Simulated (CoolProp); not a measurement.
Properties of ethylene along the isobar 0.101 MPa (Tc = 9.2 °C, pc = 5.042 MPa, ω = 0.087).

The numbers come from the reference Helmholtz-energy equation of state, Smukala 2000 in CoolProp.

| T (°C) | phase | Z | speed of sound (m/s) | Joule-Thomson coefficient (K/MPa) | expansivity (1/kK) |
|---|---|---|---|---|---|
| -44.45 | gas | 0.9871 | 293.3 | [?] | 4.547 |
| -26.05 | gas | 0.9898 | 303.8 | 16.23 | 4.174 |
| -7.55 | gas | 0.9918 | 313.7 | 13.57 | 3.860 |
| 10.85 | gas | 0.9933 | 323.1 | 11.49 | 3.594 |
| 29.35 | gas | 0.9945 | 332.0 | [?] | 3.363 |
| 47.75 | gas | 0.9955 | 340.5 | 8.452 | 3.162 |
| 66.15 | gas | 0.9962 | 348.8 | [?] | 2.984 |
| 84.65 | gas | 0.9968 | 356.8 | 6.410 | 2.825 |
| 103.05 | gas | 0.9973 | 364.7 | 5.638 | 2.683 |
| 121.55 | gas | 0.9977 | 372.3 | 4.984 | 2.554 |
| 139.95 | gas | 0.9981 | 379.8 | [?] | 2.438 |
| 158.45 | gas | 0.9984 | 387.1 | 3.956 | 2.331 |
| 176.85 | gas | 0.9986 | [?] | 3.548 | 2.235 |

### Question
Fill in the missing entries.

### Answer

- -44.45, Joule-Thomson coefficient (K/MPa): 19.63
- 29.35, Joule-Thomson coefficient (K/MPa): 9.809
- 66.15, Joule-Thomson coefficient (K/MPa): 7.338
- 139.95, Joule-Thomson coefficient (K/MPa): 4.431
- 176.85, speed of sound (m/s): 394.3
